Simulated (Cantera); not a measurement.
# Catalytic stagnation flow on Pt

A jet of 6.41 % CH4, 13.2 % O2, 80.4 % N2 at 300 K and 0.110 bar hits a platinum plate 4.6 cm away at a mass flux of 0.14 kg/m²/s; the plate temperature is set and raised in steps from an oxygen-covered start.

Detailed kinetics in Cantera: Deutschmann's 1995 Pt surface mechanism with GRI-Mech 3.0 gas chemistry. Catalytic surfaces can have several steady states; this one follows from the mechanism file's or the stated starting coverage.

| plate T (K) | wall x CH4 | wall x O2 | wall x H2O | wall x OH | wall x CO | wall x CO2 | θ free Pt | θ O* | θ OH* |
|---|---|---|---|---|---|---|---|---|---|
| 900 | 0.0452 | 0.0917 | 0.0355 | 3.36e-8 | 1.75e-5 | 0.0233 | 0.207 | 0.792 | 0.00169 |
| 950 | 0.0338 | 0.0674 | 0.0567 | 1.08e-7 | 1.89e-5 | 0.0374 | 0.292 | 0.707 | 0.00195 |
| 1000 | 0.0241 | 0.0467 | 0.0746 | 2.98e-7 | 1.93e-5 | 0.0494 | 0.386 | 0.612 | 0.00199 |
| 1050 | 0.0172 | 0.0323 | 0.0871 | 6.99e-7 | 1.98e-5 | 0.0579 | 0.485 | 0.514 | 0.00187 |
| 1100 | 0.0128 | 0.0232 | 0.0949 | 1.47e-6 | 2.12e-5 | 0.0632 | 0.579 | 0.420 | 0.00165 |
| 1150 | 0.0101 | 0.0174 | 0.0997 | 2.80e-6 | 2.41e-5 | 0.0665 | 0.664 | 0.334 | 0.00141 |
| 1200 | 0.00836 | 0.0139 | 0.103 | 4.97e-6 | 2.89e-5 | 0.0685 | 0.739 | 0.260 | 0.00117 |
x: mole fraction at the wall; θ: surface coverage.
